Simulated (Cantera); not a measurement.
Input (Python, Cantera) and output of one run.

```python
import numpy as np
import cantera as ct

gas_names = """
    C CO CO2 C2 C2O C3 C3O2 C4 C5 Fe FeC5O5 FeO O O2 O3
""".split()
cond_names = """
    C(gr) Fe(a) Fe(c) Fe(d) Fe(L) FeC5O5(L) FeO(s) FeO(L) Fe2O3(s) Fe3O4(s)
""".split()


# ... load() reads the species with a 1 bar reference pressure and builds the phases ...
atoms = {
    'Fe3O4': {'Fe': 3, 'O': 4},
    'CO': {'C': 1, 'O': 1},
}
top_T = {'C(gr)': 4500, 'Fe2O3(s)': 1830, 'Fe3O4(s)': 1870}  # K; cautious upper limits of use, not melting points


# ... equilibrate(T, P, feed) seeds the gas with the atoms and calls Mixture.equilibrate('TP', solver="vcs", rtol=1e-11, max_steps=5000) ...
results = []
T = 2448.15  # K
P = 7300  # Pa
for m in [0.98, 1.1, 1.3, 1.5, 1.8, 2.1, 2.4, 2.8, 3.3, 3.8, 4.4, 5.1, 6]:
    feed = {'Fe3O4': 1, 'CO': m}  # mol
    mix = equilibrate(T, P, feed)
    results.append((T, P, feed, dict(zip(mix.species_names, mix.species_moles))))
    x = sorted(zip(gas.X, gas.species_names), reverse=True)
    print(f"T = {T:g} K  P = {P:g} Pa  n(CO) = {m:g} mol  gas = {mix.phase_moles(0):.4g} mol")
    print("   x: " + "  ".join(f"{s} {v:.3e}" for v, s in x if v > 1e-06))
    print("   condensed (mol): " + ("  ".join(f"{mix.phase(i).name} {mix.phase_moles(i):.4g}"
          for i in range(1, mix.n_phases) if mix.phase_moles(i) > 1e-12) or "none"))
```

Output:

```
T = 2448.15 K  P = 7300 Pa  n(CO) = 0.98 mol  gas = 1.135 mol
   x: CO2 6.580e-01  CO 2.058e-01  O2 1.086e-01  O 1.361e-02  Fe 7.325e-03  FeO 6.759e-03
   condensed (mol): FeO(L) 2.984
T = 2448.15 K  P = 7300 Pa  n(CO) = 1.1 mol  gas = 1.229 mol
   x: CO2 6.539e-01  CO 2.408e-01  O2 7.829e-02  O 1.156e-02  Fe 8.626e-03  FeO 6.759e-03
   condensed (mol): FeO(L) 2.981
T = 2448.15 K  P = 7300 Pa  n(CO) = 1.3 mol  gas = 1.401 mol
   x: CO2 6.253e-01  CO 3.024e-01  O2 4.541e-02  Fe 1.133e-02  O 8.805e-03  FeO 6.759e-03
   condensed (mol): FeO(L) 2.975
T = 2448.15 K  P = 7300 Pa  n(CO) = 1.5 mol  gas = 1.588 mol
   x: CO2 5.823e-01  CO 3.620e-01  O2 2.748e-02  Fe 1.456e-02  O 6.849e-03  FeO 6.759e-03
   condensed (mol): FeO(L) 2.966
T = 2448.15 K  P = 7300 Pa  n(CO) = 1.8 mol  gas = 1.888 mol
   x: CO2 5.153e-01  CO 4.383e-01  Fe 1.992e-02  O2 1.468e-02  FeO 6.759e-03  O 5.006e-03
   condensed (mol): FeO(L) 2.95
T = 2448.15 K  P = 7300 Pa  n(CO) = 2.1 mol  gas = 2.199 mol
   x: CO 4.968e-01  CO2 4.581e-01  Fe 2.540e-02  O2 9.031e-03  FeO 6.759e-03  O 3.927e-03
   condensed (mol): FeO(L) 2.929
T = 2448.15 K  P = 7300 Pa  n(CO) = 2.4 mol  gas = 2.518 mol
   x: CO 5.408e-01  CO2 4.123e-01  Fe 3.072e-02  FeO 6.759e-03  O2 6.171e-03  O 3.246e-03
   condensed (mol): FeO(L) 2.906
T = 2448.15 K  P = 7300 Pa  n(CO) = 2.8 mol  gas = 2.95 mol
   x: CO 5.836e-01  CO2 3.654e-01  Fe 3.741e-02  FeO 6.759e-03  O2 4.161e-03  O 2.665e-03
   condensed (mol): FeO(L) 2.87
T = 2448.15 K  P = 7300 Pa  n(CO) = 3.3 mol  gas = 3.499 mol
   x: CO 6.203e-01  CO2 3.228e-01  Fe 4.500e-02  FeO 6.759e-03  O2 2.876e-03  O 2.216e-03
   condensed (mol): FeO(L) 2.819
T = 2448.15 K  P = 7300 Pa  n(CO) = 3.8 mol  gas = 4.054 mol
   x: CO 6.453e-01  CO2 2.921e-01  Fe 5.173e-02  FeO 6.759e-03  O2 2.177e-03  O 1.928e-03
   condensed (mol): FeO(L) 2.763
T = 2448.15 K  P = 7300 Pa  n(CO) = 4.4 mol  gas = 4.726 mol
   x: CO 6.658e-01  CO2 2.653e-01  Fe 5.877e-02  FeO 6.759e-03  O 1.697e-03  O2 1.686e-03
   condensed (mol): FeO(L) 2.69
T = 2448.15 K  P = 7300 Pa  n(CO) = 5.1 mol  gas = 5.516 mol
   x: CO 6.818e-01  CO2 2.428e-01  Fe 6.575e-02  FeO 6.759e-03  O 1.517e-03  O2 1.347e-03
   condensed (mol): FeO(L) 2.6
T = 2448.15 K  P = 7300 Pa  n(CO) = 6 mol  gas = 6.538 mol
   x: CO 6.951e-01  CO2 2.225e-01  Fe 7.315e-02  FeO 6.759e-03  O 1.363e-03  O2 1.089e-03
   condensed (mol): FeO(L) 2.478
```

Cantera equilibrium calculation (NASA polynomials, part measured and part estimated; ideal gas, pure solids and liquids). The tables' stoichiometric FeO is somewhat more stable than real wüstite, so its field is too wide. FeO: taken at fixed stoichiometry.
